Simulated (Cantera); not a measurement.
Input (Python, Cantera) and output of one run.

```python
import numpy as np
import cantera as ct

gas_names = """
    C CN CO CO2 C2 CCN CNC C2N2 C2O C3 C3O2 C4 C4N2 C5 Fe FeC5O5 FeO N NCO NO NO2 NO3 N2 N2O O O2 O3
""".split()
cond_names = """
    C(gr) Fe(a) Fe(c) Fe(d) Fe(L) FeC5O5(L) FeO(s) FeO(L) Fe2O3(s) Fe3O4(s)
""".split()


# ... load() reads the species with a 1 bar reference pressure and builds the phases ...
atoms = {
    'Fe(CO)5': {'Fe': 1, 'C': 5, 'O': 5},
    'CO': {'C': 1, 'O': 1},
    'N2': {'N': 2},
}
top_T = {'C(gr)': 4500, 'Fe2O3(s)': 1830, 'Fe3O4(s)': 1870}  # K; cautious upper limits of use, not melting points


# ... equilibrate(T, P, feed) seeds the gas with the atoms and calls Mixture.equilibrate('TP', solver="vcs", rtol=1e-11, max_steps=5000) ...
results = []
feed = {'Fe(CO)5': 1, 'CO': 0.19, 'N2': 47}  # mol
P = 46  # Pa
for T in [923, 998, 1073, 1148, 1223, 1298, 1373, 1448, 1523, 1598, 1673]:
    mix = equilibrate(T, P, feed)
    results.append((T, P, feed, dict(zip(mix.species_names, mix.species_moles))))

top = {s: max(r[3][s] / sum(r[3][g] for g in gas_names) for r in results) for s in gas_names}
cols = sorted((s for s in top if top[s] > 1e-06), key=lambda s: -top[s])[:8]
seen = [c for c in cond_names if any(r[3].get(c, 0) > 1e-12 for r in results)]
print("log10 of partial pressures in bar; condensed amounts in mol")
print(f"{'T/K':>10s}" + "".join(f"{s[:9]:>10s}" for s in cols + seen))
for T, P, feed, n in results:
    ng = sum(n[g] for g in gas_names)
    print(f"{T:10.4g}" + "".join(f"{np.log10(max(n[s] / ng * P / 1e5, 1e-99)):10.3f}" for s in cols)
          + "".join(f"{n.get(c, 0):10.4g}" for c in seen))
```

It prints:

```
log10 of partial pressures in bar; condensed amounts in mol
       T/K        N2        CO        Fe       CO2     C(gr)     Fe(a)     Fe(c)     Fe(d)
       923    -3.383    -4.340   -15.611    -8.181 0.0007486         1         0         0
       998    -3.383    -4.340   -13.870    -8.908 0.0001403         1         0         0
      1073    -3.383    -4.340   -12.382    -9.531 3.343e-05         1         0         0
      1148    -3.383    -4.340   -11.098   -10.070 9.659e-06         1         0         0
      1223    -3.383    -4.340    -9.976   -10.541 3.265e-06         0         1         0
      1298    -3.383    -4.340    -8.987   -10.955  1.25e-06         0    0.9999         0
      1373    -3.383    -4.340    -8.108   -11.323 4.994e-07         0    0.9991         0
      1448    -3.383    -4.340    -7.322   -11.650 6.171e-08         0    0.9946         0
      1523    -3.383    -4.340    -6.615   -11.618         0         0    0.9724         0
      1598    -3.384    -4.341    -5.976   -11.475         0         0    0.8799         0
      1673    -3.387    -4.343    -5.397   -11.302         0         0         0    0.5407
```

Method: chemical equilibrium by Gibbs-energy minimisation in Cantera with the NASA 1993 tables (ideal gas, pure condensed phases). Condensed phases not in the tables: cementite and carbon dissolved in iron.
